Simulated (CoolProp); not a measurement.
Vapour-liquid equilibrium of CH2F2 (R32) (1) + R143a (2) at 259.7 K; x and y are mole fractions of (1).

Model: multi-fluid Helmholtz-energy mixture model, Tillner-Roth 1997 and Lemmon and Jacobsen 2000; pair parameters Bell 2016, in CoolProp.

### Question
Give the bubble pressure and the first vapour's composition at x = 0.05, 0.5, 0.8. Is there an azeotrope?

### Answer
x = 0.05: 0.4124 MPa, y = 0.078; x = 0.5: 0.4984 MPa, y = 0.560; x = 0.8: 0.5198 MPa, y = 0.807. y crosses x between x = 0.8 and 0.95: the model has an azeotrope there.

Pair parameters are fitted to limited data, so mixtures are less certain than the pure fluids.
